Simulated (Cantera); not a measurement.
An isothermal, constant-pressure homogeneous reactor starts with 3.22 % C2H6, 96.5 % N2, 0.318 % H2O, at 1098 K and 61000 Pa.

Model: GRI-Mech 3.0 (53 species, 325 reactions), integrated in Cantera. GRI-Mech 3.0 stops at C3 and has no aromatics, soot or wall deposition, so with more carbon than oxygen in the feed, carbon stays in small species such as C2H2 where larger ones or solid carbon would form.

x: mole fraction; the columns are a selection and need not sum to one.

```tsv
t (s)	x C2H6	x H2	x CH4	x C2H4	x CH3
2.00e-6	0.0322	<1e-12	1.01e-11	<1e-12	4.66e-9
6.84e-6	0.0322	8.29e-12	1.17e-10	6.44e-12	1.59e-8
2.34e-5	0.0322	2.03e-10	1.35e-9	2.32e-10	5.33e-8
8.00e-5	0.0322	(withheld)	(withheld)	(withheld)	(withheld)
0.000274	0.0322	3.01e-7	1.56e-7	3.08e-7	4.81e-7
0.000936	0.0321	8.78e-6	1.24e-6	8.86e-6	9.43e-7
0.00320	0.0320	0.000143	7.91e-6	0.000145	1.81e-6
0.0110	0.0311	0.00101	5.10e-5	0.00103	2.71e-6
0.0375	0.0277	0.00409	0.000215	0.00412	2.50e-6
0.128	0.0183	0.0130	0.000762	0.0127	1.86e-6
0.438	0.00441	0.0268	0.00189	0.0240	7.56e-7
1.50	0.000510	0.0326	0.00256	0.0246	2.26e-7
5.13	0.000264	0.0355	0.00303	0.0213	1.72e-7
17.5	0.000229	0.0372	0.00414	0.0179	1.96e-7
60.0	(withheld)	0.0353	(withheld)	(withheld)	(withheld)
```

What belongs in the gaps?


- 8.00e-5, x H2: 8.10e-9
- 8.00e-5, x CH4: 1.52e-8
- 8.00e-5, x C2H4: 8.66e-9
- 8.00e-5, x CH3: 1.72e-7
- 60.0, x C2H6: 0.000198
- 60.0, x CH4: 0.00653
- 60.0, x C2H4: 0.0164
- 60.0, x CH3: 2.41e-7
